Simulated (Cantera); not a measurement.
Charge: 1 mol Si, 3.3 mol HCl, 7.3 mol H₂, held at 1.00 bar.

Cantera equilibrium calculation (NASA polynomials, part measured and part estimated; ideal gas, pure solids and liquids). Candidate condensed phases: Si; 19 gas species. The tables' values for SiCl₃ are old estimates; treat these amounts as uncertain. Equilibrium is a limit: real reactors are often held back by kinetics, nucleation or transport.

At 900 K, list the 4 most abundant gas species with their mole fractions, and the condensed phases.

H₂ 0.901, SiCl₄ 0.0553, SiHCl₃ 0.0368, HCl 0.00385. Condensed: Si(s).
